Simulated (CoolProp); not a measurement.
Values from CoolProp's reference Helmholtz-energy equation of state, Lemmon 2006. It is a short technical equation, of lower accuracy than the large ones.

**Question.** Give the vapour pressure (bar), vapour density (kg/m³), enthalpy of vaporisation (kJ/kg), liquid viscosity (µPa s) of saturated n-decane at 187.85, 198.85 °C.

**Answer.** 
```json
[
 {"T (°C)": "187.85", "p (bar)": "1.42", "vapour density (kg/m³)": "5.73", "enthalpy of vaporisation (kJ/kg)": "267", "liquid viscosity (µPa s)": "184"},
 {"T (°C)": "198.85", "p (bar)": "1.83", "vapour density (kg/m³)": "7.33", "enthalpy of vaporisation (kJ/kg)": "260", "liquid viscosity (µPa s)": "170"}
]
```

Viscosity comes from a separate model (Huber 2004).
